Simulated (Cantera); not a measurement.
Feed: 1 mol CF4, 0.94 mol F2, a varied amount of H2, equilibrated at 95.0 Pa.

Method: chemical equilibrium by Gibbs-energy minimisation in Cantera with the NASA 1993 tables (ideal gas, pure condensed phases). Candidate condensed phases: C, C6H6, C7H8, C8H18; 95 gas species. Kinetics and transport are ignored.

Stable condensed phases, one row left out:

```
T in K \ n(H2) in mol
         1.2 2.6   4 5.4 6.8 8.2 9.6  11  12  14  15  17
   2948    A   A   A   A   A   A   A   A   A   A   A   A
   2898    A   A   A   A   A   A   A   A   A   A   A   A
   2848    A   A   A   A   A   A   A   A   A   A   A   A
   2748    B   B   B   B   B   A   A   A   A   A   A   A
   2698    B   B   B   B   B   B   B   B   B   A   A   A
   2648    B   B   B   B   B   B   B   B   B   B   B   B
   2598    B   B   B   B   B   B   B   B   B   B   B   B
   2548    B   B   B   B   B   B   B   B   B   B   B   B
   2498    B   B   B   B   B   B   B   B   B   B   B   B
   2448    B   B   B   B   B   B   B   B   B   B   B   B
   2398    B   B   B   B   B   B   B   B   B   B   B   B
```

A: gas only; B: C.

Problem. Give the row for 2798 K.

Solution. 1.2: C; 2.6: C; 4: gas only; 5.4: gas only; 6.8: gas only; 8.2: gas only; 9.6: gas only; 11: gas only; 12: gas only; 14: gas only; 15: gas only; 17: gas only.
